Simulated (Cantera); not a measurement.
# Catalytic combustion on Pt

An isothermal plug-flow reactor at 825 K and 750 Torr (inlet), inlet velocity 0.14 m/s, active area per volume 520 1/m; feed CO : O2 : N2 : H2O = 0.0035 : 0.16 : 0.79 : 0.01 (molar parts), equivalence ratio 0.011.

Computed with Cantera and Deutschmann's 1995 Pt surface mechanism with GRI-Mech 3.0 gas chemistry. Catalytic surfaces can have several steady states; this one follows from the mechanism file's or the stated starting coverage. Mass transfer to the wall is taken as infinitely fast.

```tsv
z (m)	x CO	x O2	x H2O	x CO2	θ free Pt	θ O*	θ OH*
0.00036	0.00149	0.165	0.0104	0.00215	0.0432	0.955	0.00194
0.00064	0.000814	0.165	0.0104	0.00282	0.0418	0.956	0.00191
0.0011	0.000318	0.165	0.0104	0.00332	0.0408	0.957	0.00189
0.002	5.37e-5	0.165	0.0104	0.00359	0.0403	0.958	0.00188
0.0036	2.36e-6	0.165	0.0104	0.00364	0.0403	0.958	0.00188
0.0064	1.01e-8	0.165	0.0104	0.00364	0.0403	0.958	0.00188
0.011	1.28e-12	0.165	0.0104	0.00364	0.0403	0.958	0.00188
0.02	<1e-12	0.165	0.0104	0.00364	0.0403	0.958	0.00188
0.036	<1e-12	0.165	0.0104	0.00364	0.0403	0.958	0.00188
```
x: gas mole fraction; θ: surface coverage.
